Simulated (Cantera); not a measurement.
A closed system holds: 1 mol Cu2O, 0.32 mol H2, 1.3 mol H2O, at 2025 K.

These are equilibrium values from Cantera (NASA tables, ideal gas, pure condensed phases), not measurements of a reactor. Candidate condensed phases: Cu, CuO, Cu(OH)2, Cu2O, H2O; 12 gas species. Rates play no part.

Task: At 0.270 Torr, list the 6 most abundant gas species with their mole fractions, and the condensed phases.

Result: Cu 0.487, H2O 0.353, O2 0.0851, OH 0.0251, H2 0.0222, H 0.0151. Condensed: gas only.
